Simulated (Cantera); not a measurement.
Gas mixture: N2O : N2 = 0.5 : 0.11 (molar parts), at 0.00110 bar, frozen composition.

Cantera's kinetic-theory transport with the Lennard-Jones parameters of GRI-Mech 3.0, ideal gas; thermal conductivity in the multicomponent form. The composition is frozen, though it would react at the higher temperatures.

D: mixture-averaged diffusion coefficient of that species in the mixture.

```tsv
T (K)	ρ (kg/m³)	cp (J/kg/K)	μ (µPa s)	λ (mW/m/K)	Pr	D (cm²/s) H2O	D (cm²/s) N2	D (cm²/s) NO
400	0.00136	979.7	19.9	26.5	0.736	…	243	249
650	0.000837	1122	29.5	44.8	0.738	…	568	580
900	0.000605	1217	37.4	61.8	0.737	…	990	1010
1150	0.000473	1274	44.4	77.0	0.735	…	1500	1520
1400	0.000389	1315	50.8	91.0	0.734	…	2080	2120
1650	0.000330	1347	56.7	104	0.732	…	2740	2780
1900	0.000286	1371	62.2	117	0.731	…	3460	3520
```

**Question.** Complete the blanks.

**Answer.** 
- 400, D (cm²/s) H2O: 282
- 650, D (cm²/s) H2O: 715
- 900, D (cm²/s) H2O: 1300
- 1150, D (cm²/s) H2O: 2000
- 1400, D (cm²/s) H2O: 2820
- 1650, D (cm²/s) H2O: 3740
- 1900, D (cm²/s) H2O: 4760
